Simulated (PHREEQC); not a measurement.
## Alkaline etch or developer

Make-up at 20 °C: 8.9 mmol/kgw LiOH, 0.011 mmol/kgw H4SiO4 and 13 mmol/kgw K2CO3. Closed to the air; pH follows from the charge balance.

Equilibrium calculation in PHREEQC: ion-association model, phreeqc.dat.

Each row changes one thing in this solution. No solid was allowed to form.

```tsv
case	pH	ionic strength (mol/kgw)	HCO3- (mol/kgw)	CO2 (mol/kgw)
as made	12.03	0.0477	0.000163	2.99e-10
H4SiO4 left out	12.03	0.0477	0.000163	2.99e-10
LiOH replaced by LiBr at the same molality	…	0.0467	0.00117	1.68e-8
temperature from 20 to 65 °C	…	0.0466	0.00134	3.31e-8
0.0017 mol/kgw NaCl added	12.03	0.0492	0.000161	2.95e-10
```

Task: Some entries are withheld; supply them.

Result: 
- LiOH replaced by LiBr at the same molality, pH: 11.14
- temperature from 20 to 65 °C, pH: 10.82

Away from 25 °C the constants follow the database's enthalpies or fits; those with neither stay at their 25 °C values.
